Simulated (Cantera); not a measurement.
A perfectly stirred reactor is fed with H2 : O2 = 0.038 : 1 (molar parts), at 1330 Pa; it is held at 1450 K, and followed from long to short residence time.

Model: GRI-Mech 3.0 (53 species, 325 reactions), integrated in Cantera. Radical loss at walls, strong at low pressure, is not modelled. The temperature is held fixed by assumption; the heat of reaction is taken as removed at once.

Question: What does this change do: temperature 1450 to 1198 K?

Answer: 
```json
[
 {"quantity": "x(H2) at τ = 1.00 s", "before": "0.000125", "after": "0.000133"},
 {"quantity": "x(O2) at τ = 1.00 s", "before": "0.955", "after": "0.959"},
 {"quantity": "x(HO2) at τ = 1.00 s", "before": "5.94e-7", "after": "1.24e-6"},
 {"quantity": "x(H2O2) at τ = 1.00 s", "before": "1.83e-8", "after": "5.34e-8"},
 {"quantity": "x(H) at τ = 1.00 s", "before": "0.000301", "after": "0.000193"},
 {"quantity": "x(H2) at τ = 52.0 ms", "before": "0.000496", "after": "0.000720"},
 {"quantity": "x(O2) at τ = 52.0 ms", "before": "0.939", "after": "0.947"},
 {"quantity": "x(HO2) at τ = 52.0 ms", "before": "1.10e-6", "after": "2.46e-6"},
 {"quantity": "x(H2O2) at τ = 52.0 ms", "before": "2.97e-8", "after": "7.76e-8"},
 {"quantity": "x(H) at τ = 52.0 ms", "before": "0.00200", "after": "0.00208"}
]
```

Question: What does this change do: temperature 1450 to 1050 K?

Answer: 
```
quantity                  before     after
----------------------  --------  --------
x(H2) at τ = 1.00 s     0.000125  0.000254
x(O2) at τ = 1.00 s        0.955     0.961
x(HO2) at τ = 1.00 s     5.94e-7   2.08e-6
x(H2O2) at τ = 1.00 s    1.83e-8   7.40e-8
x(H) at τ = 1.00 s      0.000301  0.000136
x(H2) at τ = 52.0 ms    0.000496   0.00139
x(O2) at τ = 52.0 ms       0.939     0.953
x(HO2) at τ = 52.0 ms    1.10e-6   4.28e-6
x(H2O2) at τ = 52.0 ms   2.97e-8   1.20e-7
x(H) at τ = 52.0 ms      0.00200   0.00187
```
